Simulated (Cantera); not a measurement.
Charge: 1 mol Ta2O5, 9.7 mol H2, equilibrated at 1850 K and 56.3 Torr.

Equilibrium computed with Cantera from the NASA thermochemical tables; the gas is ideal and each condensed phase is pure. Candidate condensed phases: H2O, Ta, Ta2O5; 12 gas species. Mutual solubility and eutectic melting of coexisting phases are not modelled. Condensed phases not in the tables: N, O or C dissolved in the metal. Rates play no part.

Base state: H2 0.997, H 0.00196, H2O 0.000896 (mole fractions); condensed: Ta(s) + Ta2O5(s).

Question: What changes in the equilibrium state with this change: pressure from 56.3 Torr to 0.0900 Torr?

Answer: 
```
species          before     after
-------------  --------  --------
H2                0.997     0.951
H               0.00196    0.0479
H2O            0.000896  0.000854
TaO2            8.27e-7  0.000517
TaO             1.61e-7  0.000101
Ta(s), mol      0.00348   0.00178
Ta2O5(s), mol     0.998     0.996
```
